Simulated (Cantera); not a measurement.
# NO annealing gas

An isothermal, constant-pressure homogeneous reactor starts with NO : N₂ = 1 : 0.55 (molar parts), at 2223 K and 0.0440 bar.

Model: GRI-Mech 3.0 (53 species, 325 reactions), integrated in Cantera. Radical loss at walls, strong at low pressure, is not modelled.

```csv
t (s),x NO,x N₂,x O₂,x N₂O,x O
8.00e-5,0.645,0.355,3.34e-8,7.19e-6,7.40e-6
0.000258,0.645,0.355,3.55e-7,2.23e-5,2.46e-5
0.000831,0.645,0.355,3.95e-6,6.42e-5,8.60e-5
0.00268,0.645,0.355,4.89e-5,0.000146,0.000327
0.00863,0.642,0.356,0.000629,0.000191,0.00113
0.0278,0.631,0.361,0.00546,0.000159,0.00224
0.0896,0.586,0.383,0.0273,0.000123,0.00320
0.289,0.423,0.464,0.108,5.27e-5,0.00521
0.931,0.113,0.618,0.261,3.19e-6,0.00768
3.00,0.0184,0.665,0.308,1.86e-7,0.00831
```
x: mole fraction; the columns are a selection and need not sum to one.

Equilibrium at this temperature and pressure: NO 0.0149, N₂ 0.667, O₂ 0.310, N₂O 1.60e-7, O 0.00834 (gas phase only).
